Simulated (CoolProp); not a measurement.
Computed with CoolProp (reference Helmholtz-energy equation of state, Akasaka 2022).

**Question.** Give the vapour pressure (bar), liquid density (kg/m³), liquid cp (kJ/(kg K)), vapour Z of saturated R1233zd(E) at -65.75, -11.55 °C.

**Answer.** 
```tsv
T (°C)	p (bar)	liquid density (kg/m³)	liquid cp (kJ/(kg K))	vapour Z
-65.75	0.00873	1460	1.03	0.999
-11.55	0.285	1350	1.11	0.984
```
